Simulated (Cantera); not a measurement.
An isothermal, constant-pressure homogeneous reactor starts with C2H6 : N2 = 1 : 130 (molar parts), at 1000 K and 0.132 atm. Integrator tolerance rtol = 1e-08.

Model: GRI-Mech 3.0 (53 species, 325 reactions), integrated in Cantera. GRI-Mech 3.0 stops at C3 and has no aromatics, soot or wall deposition, so with more carbon than oxygen in the feed, carbon stays in small species such as C2H2 where larger ones or solid carbon would form.

### Question
What does this change do: temperature 1000 to 1100 K?

### Answer
```json
[
 {"quantity": "x(C2H6) at 10.0 s", "before": "0.00143 (gas-phase equilibrium 8.35e-7)", "after": "6.62e-6 (gas-phase equilibrium 1.17e-7)"},
 {"quantity": "x(CH4) at 10.0 s", "before": "0.000241 (gas-phase equilibrium 0.00553)", "after": "0.000580 (gas-phase equilibrium 0.00189)"},
 {"quantity": "x(C2H2) at 10.0 s", "before": "0.000402 (gas-phase equilibrium 0.000818)", "after": "0.00319 (gas-phase equilibrium 0.00121)"},
 {"quantity": "x(HCN) at 10.0 s", "before": "<1e-12 (gas-phase equilibrium 0.00723)", "after": "9.82e-11 (gas-phase equilibrium 0.0105)"},
 {"quantity": "x(CH2) at 10.0 s", "before": "<1e-12 (gas-phase equilibrium <1e-12)", "after": "<1e-12 (gas-phase equilibrium <1e-12)"}
]
```
